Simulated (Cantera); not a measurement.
## Thermodynamics of carbothermic reduction, feed CuO + CH4 + CO

Charge: 1 mol CuO, 0.54 mol CH4, 0.092 mol CO, held at 37.0 Pa.

Method: chemical equilibrium by Gibbs-energy minimisation in Cantera with the NASA 1993 tables (ideal gas, pure condensed phases). Candidate condensed phases: C, C6H6, C7H8, C8H18, Cu, CuO, Cu(OH)2, Cu2O, H2O; 113 gas species. The numbers say what is thermodynamically allowed, not how fast it happens.

| T (°C) | x H2 | x Cu | x CO | x H2O | x CO2 | x H | n Cu(l) |
|---|---|---|---|---|---|---|---|
| 1152 | 0.424 | 0.00587 | 0.303 | 0.203 | 0.0639 | 0.000231 | 0.990 |
| 1202 | 0.417 | 0.0145 | 0.304 | 0.205 | 0.0601 | 0.000435 | 0.975 |
| 1252 | 0.405 | 0.0336 | 0.301 | 0.204 | 0.0560 | 0.000783 | 0.940 |
| 1302 | 0.386 | 0.0739 | 0.290 | 0.197 | 0.0512 | 0.00134 | 0.863 |
| 1352 | 0.349 | 0.154 | 0.267 | 0.182 | 0.0447 | 0.00217 | 0.686 |
| 1402 | 0.283 | 0.309 | 0.219 | 0.150 | 0.0351 | 0.00321 | 0.232 |
| 1452 | 0.257 | 0.367 | 0.202 | 0.138 | 0.0309 | 0.00489 | 0 |
| 1502 | 0.254 | 0.367 | 0.202 | 0.139 | 0.0298 | 0.00758 | 0 |
| 1552 | 0.251 | 0.366 | 0.203 | 0.139 | 0.0288 | 0.0115 | 0 |
| 1602 | 0.246 | 0.365 | 0.203 | 0.139 | 0.0279 | 0.0169 | 0 |
| 1652 | 0.241 | 0.364 | 0.203 | 0.139 | 0.0271 | 0.0244 | 0 |
| 1702 | 0.235 | 0.362 | 0.202 | 0.138 | 0.0264 | 0.0345 | 0 |
x: gas mole fraction; n: condensed amount in mol.

From 1152 °C to 1402 °C the condensed part is Cu(l). From 1452 °C to 1702 °C nothing is condensed. The main Cu-bearing gas is Cu throughout.
